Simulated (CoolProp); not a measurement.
Vapour pressure (kPa) of hydrogen chloride: the reference equation beside estimates from Tc = 51.5 °C, pc = 8314 kPa, ω = 0.130. Clausius-Clapeyron is anchored at -31.65 °C with a constant enthalpy of vaporisation of 13.62 kJ/mol.

Values from CoolProp's reference Helmholtz-energy equation of state, Thol 2018.

| T (°C) | reference | Lee-Kesler | Clausius-Clapeyron | van der Waals | Redlich-Kwong | Soave-Redlich-Kwong | Peng-Robinson |
|---|---|---|---|---|---|---|---|
| -35.35 | 901.2 | 906.4 | 918.9 | 2091 | 1053 | 907.4 | 902.6 |
| -31.65 | 1021 | 1029 | 1021 | 2256 | 1189 | 1031 | 1024 |
| -27.95 | 1153 | 1163 | 1131 | 2428 | 1337 | 1166 | 1157 |
| -24.35 | 1292 | 1305 | 1246 | 2604 | 1493 | 1309 | 1299 |
| -20.65 | 1448 | 1464 | 1372 | 2793 | 1666 | 1470 | 1457 |
| -16.95 | 1618 | 1636 | 1507 | 2990 | 1853 | 1645 | 1630 |
| -13.25 | 1802 | 1823 | 1651 | 3196 | 2053 | 1835 | 1817 |
| -9.55 | 2001 | 2025 | 1804 | 3411 | 2268 | 2040 | 2019 |
| -5.85 | 2216 | 2242 | 1966 | 3634 | 2498 | 2261 | 2238 |
| -2.25 | 2440 | 2469 | 2133 | 3860 | 2737 | 2493 | 2466 |
| 1.45 | 2689 | 2719 | 2314 | 4102 | 2998 | 2748 | 2719 |

Absolute difference from the reference over all 11 rows, mean and median: Lee-Kesler 1.0 and 1.1 %, Clausius-Clapeyron 6.9 and 6.9 %, van der Waals 87.8 and 84.8 %, Redlich-Kwong 14.4 and 14.5 %, Soave-Redlich-Kwong 1.6 and 1.7 %, Peng-Robinson 0.7 and 0.7 %.
